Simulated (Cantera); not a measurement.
Charge: 1 mol Si₂Cl₆, 77 mol N₂, 0.43 mol H₂, at 1227 °C and 0.170 bar.

Method: chemical equilibrium by Gibbs-energy minimisation in Cantera with the NASA 1993 tables (ideal gas, pure condensed phases). Candidate condensed phases: NH₄Cl, Si, Si₃N₄; 28 gas species. The feed counts by its element totals alone. The tables' values for SiCl₃ are old estimates; treat these amounts as uncertain. The numbers say what is thermodynamically allowed, not how fast it happens.

Base state: N₂ 0.969, HCl 0.0104, SiCl₄ 0.00979, SiCl₂ 0.00640, SiCl₃ 0.00444, H₂ 0.000235, Cl 2.33e-5, SiHCl₃ 2.30e-5 (mole fractions); condensed: Si₃N₄(s).

Task: What changes in the equilibrium state with this change: pressure from 0.170 bar to 0.0740 bar?

Result: 
```json
[
 {"species": "N₂", "before": "0.969", "after": "0.966"},
 {"species": "SiCl₂", "before": "0.00640", "after": "0.0109"},
 {"species": "HCl", "before": "0.0104", "after": "0.0103"},
 {"species": "SiCl₄", "before": "0.00979", "after": "0.00710"},
 {"species": "Cl", "before": "2.33e-5", "after": "3.49e-5"},
 {"species": "SiHCl₃", "before": "2.30e-5", "after": "1.70e-5"},
 {"species": "SiCl₃", "before": "0.00444", "after": "0.00494"},
 {"species": "H₂", "before": "0.000235", "after": "0.000238"},
 {"species": "Si₃N₄(s), mol", "before": "0.121", "after": "0.0579"}
]
```
